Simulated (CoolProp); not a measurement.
p-xylene along the isobar 2.14 MPa: density (kg/m³) from the reference equation and from simpler models built on Tc = 343.0 °C, pc = 3.532 MPa, ω = 0.324; each cubic takes its own stable root.

Computed with CoolProp (reference Helmholtz-energy equation of state, Zhou 2012).

| T (°C) | phase | reference | van der Waals | Redlich-Kwong | Peng-Robinson |
|---|---|---|---|---|---|
| 146.45 | liquid | 748.4 | 431.6 | 624.5 | 738.7 |
| 159.85 | liquid | 735.0 | 424.1 | 611.3 | 725.2 |
| 173.15 | liquid | 721.2 | 416.3 | 597.6 | 710.8 |
| 186.55 | liquid | 706.8 | 407.9 | 583.1 | 695.3 |
| 199.85 | liquid | 692.0 | 399.1 | 567.8 | 678.8 |
| 213.25 | liquid | 676.3 | 389.6 | 551.4 | 660.9 |
| 226.65 | liquid | 659.7 | 379.3 | 533.9 | 641.3 |
| 239.95 | liquid | 642.1 | 368.0 | 515.1 | 620.1 |
| 253.35 | liquid | 623.1 | 355.2 | 494.4 | 596.4 |
| 266.65 | liquid | 602.3 | 340.3 | 471.3 | 569.9 |
| 280.05 | liquid | 578.7 | 73.58 | 444.6 | 539.2 |
| 293.45 | liquid | 550.8 | 68.65 | 75.43 | 502.2 |
| 306.75 | gas | 76.57 | 64.75 | 69.35 | 74.00 |
| 320.15 | gas | 68.80 | 61.46 | 64.76 | 67.84 |
| 333.45 | gas | 63.64 | 58.67 | 61.10 | 63.26 |
| 346.85 | gas | 59.69 | 56.20 | 58.03 | 59.57 |

At some of these states van der Waals, Redlich-Kwong gives the other phase, because its saturation line lies elsewhere.
